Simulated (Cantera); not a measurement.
## Equilibrium for thermal oxidation and active oxidation of silicon: Si + O2 + H2

Charge: 1 mol Si, 0.021 mol O2, 290 mol H2, held at 1798.15 K and 1.00 bar.

These are equilibrium values from Cantera (NASA tables, ideal gas, pure condensed phases), not measurements of a reactor. Candidate condensed phases: H2O, Si, SiO2; 18 gas species. Gases not in the tables: Si2H6 and higher silanes. Rates play no part.

The x(H2) is 0.999, the x(H) is 0.000352 and the x(SiO) is 0.000145. The x(SiH2) comes out as 2.95e-5 and the x(SiH) is 3.54e-6. The x(Si) is 3.09e-6, the x(SiH4) is 1.13e-6 and the n(Si(l)) comes out as 0.947 mol. The gas amount is 290.1 mol.
